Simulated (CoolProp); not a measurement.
CH3F (R41) at several states: Z from the reference equation and from simpler models built on Tc = 44.1 °C, pc = 59.06 bar, ω = 0.200; each cubic takes its own stable root.

Values from CoolProp's reference Helmholtz-energy equation of state, Lemmon 2006. It is a short technical equation, of lower accuracy than the large ones.

```csv
T (°C),p (bar),phase,reference
-106.45,99.3,liquid,0.2575
-39.55,96.7,liquid,0.2084
-33.35,2.59,gas,0.9530
-23.45,3.54,gas,0.9442
132.75,0.934,gas,0.9973
12.45,1.15,gas,0.9890
```

Problem. How far does each simpler model (van der Waals, Redlich-Kwong, Soave-Redlich-Kwong, Peng-Robinson) lie from the reference over these 6 states: mean and median of the absolute difference, and the worst?

Solution. 
- van der Waals: mean 29.1 %, median 2.4 %, worst +87.7 % at -106.45 °C and 99.3 bar
- Redlich-Kwong: mean 10.1 %, median 1.5 %, worst +29.0 % at -39.55 °C and 96.7 bar
- Soave-Redlich-Kwong: mean 9.2 %, median 1.2 %, worst +26.5 % at -106.45 °C and 99.3 bar
- Peng-Robinson: mean 4.3 %, median 0.9 %, worst +12.5 % at -106.45 °C and 99.3 bar
